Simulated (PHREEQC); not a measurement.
Solution (45 °C): 3 mmol/kgw Pb(NO3)2. Closed to the air; pH follows from the charge balance.

Equilibrium calculation in PHREEQC: ion-association model, phreeqc.dat.

```csv
quantity,before,after
pH,5.19,6.70
ionic strength (mol/kgw),0.00867,0.00300
```

Problem. What was changed between the two runs?
A. Pb(NO3)2 from 0.003 to 0.0003 mol/kgw
B. Pb(NO3)2 replaced by NaNO3 at the same molality
C. diluted 2-fold with water
D. temperature from 45 to 80 °C
E. 0.00024 mol/kgw K2SO4 added

Solution. B, Pb(NO3)2 replaced by NaNO3 at the same molality

No solid was allowed to form. Some of these states are supersaturated (in Pb(OH)2, for instance). Constants without temperature data keep their 25 °C values here.
